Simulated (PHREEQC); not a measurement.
A solution holds 71 mmol/kgw CuSO4, 0.73 mmol/kgw HNO3 and 6 mmol/kgw NaCl, at 25 °C. Closed to the air; pH follows from the charge balance.

Computed with PHREEQC (ion-association model, wateq4f.dat).

No solid was allowed to form.

Task: Order these Cu species by the share of Cu that they hold, largest first: Cu+2, CuCl+, CuSO4.

Result: Cu+2 (54 %), CuSO4 (45 %), CuCl+ (0.29 %)

Task: Order these S species by the share of S that they hold, largest first: CuSO4, HSO4-, SO4-2, NaSO4-.

Result: SO4-2 (54 %), CuSO4 (45 %), HSO4- (0.58 %), NaSO4- (0.48 %)

The pH is 3.59 and the ionic strength 0.160 mol/kgw. Complexes and solids missing from the database can't appear.
